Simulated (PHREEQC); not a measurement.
A PHREEQC input (ion-association model, phreeqc.dat):

```
SOLUTION 1
  temp 293.15
  units mg/kgw
  pH 5.71
  pe 8.6
  Na 0.134
  K 0.038
  Ca 0.414
  Mg 0.00565
  Cl 0.272
  S(6) 0.584 as SO4
  Alkalinity 0.573 as HCO3
  Cu(2) 0.0217
  Pb 0.0313
  Si 0.00207 as SiO2
END
USE solution 1
EQUILIBRIUM_PHASES 1
  Gypsum 0 0
  Quartz 0 0.5
  CO2(g) -2 10
END
```

It stops with these messages:

```
WARNING: Maximum iterations exceeded, 100
WARNING: Maximum iterations exceeded, 100
WARNING: The program has failed to converge to a numerical solution.
ERROR:           Alkalinity has not converged. Total: 9.390502e-06	Calculated: -4.500303e-06	Residual: 1.389081e-05
ERROR: Is non-carbonate alkalinity greater than total alkalinity?
ERROR:                   Ca has not converged. Total: 1.032934e-05	Calculated: 9.770289e-06	Residual: 5.590525e-07
ERROR:                   Cl has not converged. Total: 7.672129e-06	Calculated: 7.697156e-06	Residual: -2.502714e-08
ERROR:                Cu(2) has not converged. Total: 3.414849e-07	Calculated: 2.825703e-07	Residual: 5.891457e-08
ERROR:                    K has not converged. Total: 9.718173e-07	Calculated: 9.749694e-07	Residual: -3.152075e-09
ERROR:                   Mg has not converged. Total: 2.323955e-07	Calculated: 1.923784e-07	Residual: 4.001712e-08
ERROR:                   Na has not converged. Total: 5.828672e-06	Calculated: 4.995422e-06	Residual: 8.332498e-07
ERROR:                   Pb has not converged. Total: 1.510691e-07	Calculated: 1.515792e-07	Residual: -5.100993e-10
ERROR:                 S(6) has not converged. Total: 6.079280e-06	Calculated: 6.062366e-06	Residual: 1.691458e-08
ERROR:                   Si has not converged. Total: 3.445160e-08	Calculated: 3.445461e-08	Residual: -3.012397e-12
ERROR:                   Mu Ionic strength has not converged. 	Residual: -7.566402e-12
ERROR:               A(H2O) Activity of water has not converged. 	Residual: -9.928067e-01
ERROR: Model failed to converge for initial solution  1.
```

Q: What went wrong, and how is it mended?

A: The fault: the temperature typed in kelvin. The line should read `temp 20` where the input has `temp 293.15`. With the mend the run ends at pH 5.05 and ionic strength 5.51e-5 mol/kgw.
